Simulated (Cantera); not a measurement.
What does this Cantera script print?

```python
import numpy as np
import cantera as ct

gas = ct.Solution("gri30.yaml")


def delay(T, t_max=10):
    gas.TPX = T, 101325, {'CH3OH': 1, 'O2': 2.05, 'N2': 7.73, 'CO2': 0.38}
    reactor = ct.IdealGasReactor(gas, clone=False)
    net = ct.ReactorNet([reactor])
    net.rtol, net.atol = 1e-8, 1e-16
    while net.time < t_max:
        t_old, T_old = net.time, reactor.T
        net.step()
        if reactor.T > T + 400:  # ignition: a rise of 400 K
            return t_old + (T + 400 - T_old) / (reactor.T - T_old) * (net.time - t_old)
    return np.nan


taus = []
for T in [1125, 1200, 1275, 1350, 1425, 1500, 1575]:
    taus.append(delay(T))
    print(f"T0 = {T:6g} K   tau = {taus[-1]:.4e} s")
```

Result:

```
T0 =   1125 K   tau = 3.7115e-02 s
T0 =   1200 K   tau = 9.8545e-03 s
T0 =   1275 K   tau = 3.1075e-03 s
T0 =   1350 K   tau = 1.1395e-03 s
T0 =   1425 K   tau = 4.7724e-04 s
T0 =   1500 K   tau = 2.2426e-04 s
T0 =   1575 K   tau = 1.1598e-04 s
```

Detailed kinetics in Cantera: GRI-Mech 3.0 (53 species, 325 reactions). GRI-Mech 3.0 was tuned for natural gas; its chemistry of methanol as a main component is partial and can be far from experiment.
